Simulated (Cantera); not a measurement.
Standard-state values (1 bar) from the NASA 1993 polynomials, evaluated with Cantera. Values are per mole of reaction as written; species without (g) are pure solids or liquids, kept so even where they would boil at 1 bar. VN: taken at fixed stoichiometry.

5 H2(g) + 2 N2O(g) + 2 V2O4 = 4 VN + 5 H2O2(g), with ΔH° = 1140.9 kJ and ΔS° = 20.7 J/K at 300 K.

Problem. How far is the shortcut ΔG° ≈ ΔH°(300 K) − T·ΔS°(300 K) from the full temperature-dependent value at 900, 1000, 1100, 1200, 1300 K?

Solution. 
```
T (K)  shortcut (kJ)  full (kJ)  difference (kJ)  difference in log10 K
-----  -------------  ---------  ---------------  ---------------------
900           1122.2     1186.5            -64.3                   3.73
1000          1120.1     1199.3            -79.1                   4.13
1100          1118.1     1212.6            -94.5                   4.49
1200          1116.0     1226.4           -110.4                   4.80
1300          1113.9     1240.6           -126.6                   5.09
```
The shortcut ignores the heat-capacity change of the reaction.
